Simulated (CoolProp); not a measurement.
Properties of fluoroethane (R161) at several states (Tc = 375.2 K, pc = 50.10 bar, ω = 0.216).

Computed with CoolProp (reference Helmholtz-energy equation of state, Wu 2012).

```tsv
T (K)	p (bar)	phase	Joule-Thomson coefficient (K/MPa)	expansivity (1/kK)	fugacity coefficient
144	0.919	liquid	-0.4041	1.391	?
247.1	50	liquid	?	1.763	?
388.9	8.33	gas	9.516	3.081	?
442.8	0.185	gas	?	2.264	0.9992
```

Q: Complete the blanks.

A: 
- 144, fugacity coefficient: 0.0005958
- 247.1, Joule-Thomson coefficient (K/MPa): -0.3530
- 247.1, fugacity coefficient: 0.03669
- 388.9, fugacity coefficient: 0.9483
- 442.8, Joule-Thomson coefficient (K/MPa): 6.239
